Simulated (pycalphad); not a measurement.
All values are pycalphad results on the COST 507 light-alloy database (1999) (1 atm), not direct measurements. The database dates from 1999; later assessments differ in places, in temperatures and in the compounds included. Amounts are mole fractions of atoms. Diffusion is slow at the low end, where real alloys seldom reach equilibrium.

**Question.** Give the equilibrium state of Al-7.222Mg-1.866Si (wt.%) at 527 °C.

**Answer.** FCC_A1, fraction 0.947, with 4.2 Mg, 0.02 Si wt.%; MG2SI, fraction 0.053, with 63.4 Mg, 36.6 Si wt.%.

**Question.** Give the equilibrium state of Al-7.222Mg-1.866Si (wt.%) at 102 °C.

**Answer.** 
```
T = 375.00 K, P = 101325 Pa, N = 1 mol of atoms
G = -12295 J/mol, H = 775 J/mol, S = 34.85 J/(mol K)  (SER reference)
chemical potentials (J/mol): Al -10882, Mg -18026, Si -58317
phase             fraction      x(Al)      x(Mg)      x(Si)
FCC_A1              0.8663     0.9852     0.0148   2.31e-13
ALMG_BETA           0.0803     0.6114     0.3886       none
MG2SI               0.0534       none     0.6667     0.3333
```

Database names, with the compositions (at.%) that they take in these runs: MG2SI: Mg 67 Si 33; ALMG_BETA: Al 61 Mg 39. FCC_A1 is fcc. An entry "none" or "no" means that the model of the phase leaves that element out.
